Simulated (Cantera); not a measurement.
An adiabatic, constant-volume homogeneous reactor starts with CH4 : C2H6 : O2 : N2 = 1 : 0.083 : 1.64 : 6.15 (molar parts), equivalence ratio 1.4, at 1200 K and 0.740 bar. Integrator tolerance rtol = 1e-08.

Cantera simulation using GRI-Mech 3.0 (53 species, 325 reactions); the numbers are that mechanism's predictions, not measurements.

```
quantity                                                            before                                      after
---------------------------------  ---------------------------------------  -----------------------------------------
time of steepest temperature rise                                  9.91 ms                                    10.5 ms
temperature at 7.00 s                                               2816 K                                     2581 K
equilibrium temperature                                             2816 K                                     2581 K
x(CH4) at 7.00 s                     <1e-12 (gas-phase equilibrium <1e-12)      <1e-12 (gas-phase equilibrium <1e-12)
x(C2H6) at 7.00 s                    <1e-12 (gas-phase equilibrium <1e-12)      <1e-12 (gas-phase equilibrium <1e-12)
x(O2) at 7.00 s                    0.00227 (gas-phase equilibrium 0.00227)  0.000957 (gas-phase equilibrium 0.000957)
x(CH2) at 7.00 s                     <1e-12 (gas-phase equilibrium <1e-12)      <1e-12 (gas-phase equilibrium <1e-12)
x(HO2) at 7.00 s                   1.48e-6 (gas-phase equilibrium 1.48e-6)    3.70e-7 (gas-phase equilibrium 3.70e-7)
```

Question: Which change was made?
(A) pressure from 0.740 bar to 0.280 bar
(B) pressure from 0.740 bar to 11.0 bar
(C) initial temperature 1200 to 1150 K
(D) constant pressure in place of constant volume

Answer: D, constant pressure in place of constant volume
